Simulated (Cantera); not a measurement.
An adiabatic, constant-volume homogeneous reactor starts with CH4 : C2H6 : O2 : N2 : H2O = 1 : 0.062 : 1.17 : 12.8 : 3.1 (molar parts), equivalence ratio 1.9, at 1723 K and 5.00 bar. Integrator tolerance rtol = 1e-08.

Detailed kinetics in Cantera: GRI-Mech 3.0 (53 species, 325 reactions).

Problem. What does this change do: initial temperature 1723 to 1075 K?

Solution. 
| quantity | before | after |
|---|---|---|
| time of steepest temperature rise | 87.8 µs | 28.1 ms |
| temperature at 9.00 s | 2319 K | 1722 K |
| equilibrium temperature | 2319 K | 1722 K |
| x(CH4) at 9.00 s | 2.34e-11 (gas-phase equilibrium 2.67e-11) | 2.02e-9 (gas-phase equilibrium 2.21e-9) |
| x(C2H6) at 9.00 s | <1e-12 (gas-phase equilibrium <1e-12) | <1e-12 (gas-phase equilibrium <1e-12) |
| x(O2) at 9.00 s | 6.44e-6 (gas-phase equilibrium 6.44e-6) | 5.25e-10 (gas-phase equilibrium 5.25e-10) |
| x(C2H) at 9.00 s | <1e-12 (gas-phase equilibrium <1e-12) | <1e-12 (gas-phase equilibrium <1e-12) |
| x(OH) at 9.00 s | 0.000513 (gas-phase equilibrium 0.000513) | 2.47e-6 (gas-phase equilibrium 2.47e-6) |

Problem. What does this change do: N2 12.8 to 26 parts?

Solution. 
```
quantity                                                              before                                      after
---------------------------------  -----------------------------------------  -----------------------------------------
time of steepest temperature rise                                    87.8 µs                                   0.150 ms
temperature at 9.00 s                                                 2319 K                                     2103 K
equilibrium temperature                                               2319 K                                     2103 K
x(CH4) at 9.00 s                   2.34e-11 (gas-phase equilibrium 2.67e-11)  1.25e-11 (gas-phase equilibrium 1.43e-11)
x(C2H6) at 9.00 s                      <1e-12 (gas-phase equilibrium <1e-12)      <1e-12 (gas-phase equilibrium <1e-12)
x(O2) at 9.00 s                      6.44e-6 (gas-phase equilibrium 6.44e-6)    4.73e-7 (gas-phase equilibrium 4.73e-7)
x(C2H) at 9.00 s                       <1e-12 (gas-phase equilibrium <1e-12)      <1e-12 (gas-phase equilibrium <1e-12)
x(OH) at 9.00 s                    0.000513 (gas-phase equilibrium 0.000513)    8.89e-5 (gas-phase equilibrium 8.89e-5)
```
